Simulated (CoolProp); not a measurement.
A single-stage vapour-compression cycle with the fluid: evaporating at 245.15 K (dew point), condensing at 278.15 K (bubble point), superheat 5 K, subcooling 8 K, compressor efficiency 0.85, no pressure losses. The same conditions are run with several fluids, on thermodynamics alone (safety and materials aside).

Values from CoolProp's reference Helmholtz-energy equation of state of each fluid (R22: Kamei 1995; isobutene: Lemmon 2005; isobutane: Bücker 2006; c-C4F8 (RC318): Platzer 1990; R124: de Vries 1995; R152A: Outcalt 1996). The equations of Platzer and Polt are older, rougher fits.

```
fluid           cooling COP  pressure ratio  discharge temperature (K)  refrigerating effect (kJ/kg)  volumetric capacity (kJ/m³)
--------------  -----------  --------------  -------------------------  ----------------------------  ---------------------------
R22                    5.77            3.28                      311.3                           200                         1560
isobutene              5.93            3.86                      294.3                           363                          411
isobutane              5.91            3.65                      289.7                           331                          484
c-C4F8 (RC318)         5.77            4.24                      278.2                           102                          370
R124                   5.89            3.99                      290.6                           150                          496
R152A                  5.85            3.72                      306.8                           297                          827
```

The compression ends wet for: c-C4F8 (RC318).
